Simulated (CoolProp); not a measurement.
Properties of dry air along the isotherm -131.05 °C.

Computed with CoolProp (reference Helmholtz-energy equation of state, Lemmon 2000). It is a pseudo-pure fit of the blend.

| p (bar) | phase | Z | cp (kJ/(kg K)) | speed of sound (m/s) | expansivity (1/kK) | viscosity (µPa s) | Prandtl number |
|---|---|---|---|---|---|---|---|
| 11.8 | gas | 0.9102 | 1.171 | 228.8 | 9.373 | 10.2 | 0.822 |
| 23.7 | gas | 0.8055 | 1.476 | 217.6 | 13.65 | 10.8 | 0.963 |
| 35.5 | gas | 0.6781 | 2.182 | 206.0 | 23.45 | 12.0 | 1.27 |
| 47.3 | supercritical | 0.5064 | 4.818 | 198.0 | 58.24 | 15.2 | 2.33 |
| 59.2 | supercritical | 0.3649 | 5.687 | 236.0 | 58.66 | 24.1 | 2.96 |
| 71 | supercritical | 0.3644 | 3.745 | 300.1 | 29.86 | 30.6 | 2.20 |
| 82.8 | supercritical | 0.3912 | 3.039 | 348.2 | 20.42 | 34.9 | 1.88 |
| 94.6 | supercritical | 0.4242 | 2.691 | 386.0 | 16.00 | 38.3 | 1.72 |

The peak of cp marks the crossing from liquid-like to gas-like fluid above the critical point.

Viscosity comes from a separate model (Lemmon 2004). Thermal conductivity comes from a separate model (Lemmon 2004).
